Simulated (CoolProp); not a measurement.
The fluid at 293.15 K and 1.06 MPa is throttled through a valve to 0.642 MPa with no heat exchange. The same conditions are run with several fluids, on thermodynamics alone (safety and materials aside).

Values from CoolProp's reference Helmholtz-energy equation of state of each fluid (R245ca: Zhou 2016; n-perfluorohexane: Gao 2022; R11: Jacobsen 1992; n-octane: Beckmüller 2019; tetradecamethylhexasiloxane (MD4M): Thol 2019).

| fluid | temperature change (K) | final density (kg/m³) |
|---|---|---|
| R245ca | +0.1 | [?] |
| n-perfluorohexane | +0.1 | 1690 |
| R11 | +0.2 | [?] |
| n-octane | +0.2 | [?] |
| tetradecamethylhexasiloxane (MD4M) | +0.2 | [?] |

Question: Complete the blanks.

Answer: 
- R245ca, final density (kg/m³): 1400
- R11, final density (kg/m³): 1490
- n-octane, final density (kg/m³): 703
- tetradecamethylhexasiloxane (MD4M), final density (kg/m³): 892
